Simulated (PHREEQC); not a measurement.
Synthetic water in mmol/kgw, 25 °C, pH 6.5, pe 9.5:

```csv
constituent,mmol/kgw
Na,0.00025
K,4.55e-05
Ca,0.000546
Mg,4.99e-06
Cl,7.67e-05
S(6),0.00016
Alkalinity (meq/kgw),0.000953
Si,6.89e-06
```

Cl is adjusted to close the charge balance.
Valence states are taken as typed.

Model: ion-association model, phreeqc.dat, run in PHREEQC.

The ionic strength comes out as 2.43e-6 mol/kgw.

| species | molality | activity | log γ |
|---|---|---|---|
| HCO3- | 1.24e-6 | 1.24e-6 | -0.001 |
| CO2 | 8.78e-7 | 8.78e-7 | 0.000 |
| Ca+2 | 5.46e-7 | 5.42e-7 | -0.003 |
| H+ | 3.17e-7 | 3.16e-7 | -0.001 |
| Na+ | 2.50e-7 | 2.50e-7 | -0.001 |
| SO4-2 | 1.60e-7 | 1.59e-7 | -0.003 |

No solid was allowed to form. Complexes and solids missing from the database can't appear.
